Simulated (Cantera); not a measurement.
An isothermal, constant-pressure homogeneous reactor starts with NO : N2 = 1 : 3.9 (molar parts), at 2023 K and 1.00 bar.

Computed with Cantera and GRI-Mech 3.0 (53 species, 325 reactions).

x: mole fraction; the columns are a selection and need not sum to one.

```
t (s)        x NO     x NO2      x O2    x N2O   x N2       x O
--------  -------  --------  --------  -------  -----  --------
1.00e-6     0.204  4.71e-10  9.80e-12      ___  0.796   5.67e-8
7.50e-6     0.204   2.48e-8  5.37e-10      ___  0.796   4.08e-7
5.62e-5     0.204   9.11e-7   2.70e-8      ___  0.796   2.53e-6
0.000422    0.204   1.41e-5   2.13e-6      ___  0.796   1.81e-5
0.00316     0.204   4.48e-5  0.000164  2.02e-5  0.796   5.21e-5
0.0237      0.201   5.20e-5   0.00169  1.95e-5  0.798   6.07e-5
0.178       0.177   8.12e-5    0.0132      ___  0.809  0.000104
1.33       0.0671   6.38e-5    0.0683      ___  0.864  0.000212
10.0      0.00624   7.10e-6    0.0988      ___  0.895  0.000252
```

Task: Fill in the missing entries.

Result: 
- 1.00e-6, x N2O: 5.70e-8
- 7.50e-6, x N2O: 4.24e-7
- 5.62e-5, x N2O: 2.97e-6
- 0.000422, x N2O: 1.42e-5
- 0.178, x N2O: 1.51e-5
- 1.33, x N2O: 2.34e-6
- 10.0, x N2O: 3.59e-7
